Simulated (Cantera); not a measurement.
An isothermal, constant-pressure homogeneous reactor starts with H2 : O2 : N2 = 0.41 : 1 : 1.1 (molar parts), equivalence ratio 0.20, at 1225 K and 270 Torr.

Model: the H2/O2 subset of GRI-Mech 3.0, which has no nitrogen chemistry, integrated in Cantera. The temperature is held fixed by assumption; the heat of reaction is taken as removed at once.

x: mole fraction; the columns are a selection and need not sum to one.

```json
[
 {"t (s)": "0.000900", "x H2": "___", "x O2": "0.345", "x O": "9.35e-5", "x H2O2": "1.00e-6", "x OH": "0.000382"},
 {"t (s)": "0.00161", "x H2": "___", "x O2": "0.345", "x O": "3.26e-5", "x H2O2": "5.17e-7", "x OH": "0.000230"},
 {"t (s)": "0.00290", "x H2": "___", "x O2": "0.345", "x O": "1.28e-5", "x H2O2": "2.71e-7", "x OH": "0.000145"},
 {"t (s)": "0.00520", "x H2": "___", "x O2": "0.345", "x O": "5.55e-6", "x H2O2": "1.44e-7", "x OH": "9.56e-5"},
 {"t (s)": "0.00932", "x H2": "___", "x O2": "0.345", "x O": "2.58e-6", "x H2O2": "7.76e-8", "x OH": "6.51e-5"},
 {"t (s)": "0.0167", "x H2": "___", "x O2": "0.345", "x O": "1.27e-6", "x H2O2": "4.24e-8", "x OH": "4.56e-5"},
 {"t (s)": "0.0300", "x H2": "___", "x O2": "0.345", "x O": "6.49e-7", "x H2O2": "2.35e-8", "x OH": "3.25e-5"},
 {"t (s)": "0.0538", "x H2": "___", "x O2": "0.345", "x O": "3.43e-7", "x H2O2": "1.31e-8", "x OH": "2.36e-5"},
 {"t (s)": "0.0965", "x H2": "___", "x O2": "0.345", "x O": "1.86e-7", "x H2O2": "7.49e-9", "x OH": "1.74e-5"},
 {"t (s)": "0.173", "x H2": "___", "x O2": "0.345", "x O": "1.06e-7", "x H2O2": "4.42e-9", "x OH": "1.31e-5"},
 {"t (s)": "0.311", "x H2": "___", "x O2": "0.345", "x O": "6.56e-8", "x H2O2": "2.83e-9", "x OH": "1.03e-5"},
 {"t (s)": "0.557", "x H2": "___", "x O2": "0.345", "x O": "4.77e-8", "x H2O2": "2.12e-9", "x OH": "8.76e-6"},
 {"t (s)": "1.00", "x H2": "___", "x O2": "0.345", "x O": "4.22e-8", "x H2O2": "1.90e-9", "x OH": "8.24e-6"}
]
```

Q: Fill in the missing entries.

A: 
- 0.000900, x H2: 6.88e-5
- 0.00161, x H2: 2.06e-5
- 0.00290, x H2: 6.34e-6
- 0.00520, x H2: 2.11e-6
- 0.00932, x H2: 8.03e-7
- 0.0167, x H2: 3.49e-7
- 0.0300, x H2: 1.66e-7
- 0.0538, x H2: 8.38e-8
- 0.0965, x H2: 4.44e-8
- 0.173, x H2: 2.51e-8
- 0.311, x H2: 1.59e-8
- 0.557, x H2: 1.20e-8
- 1.00, x H2: 1.09e-8
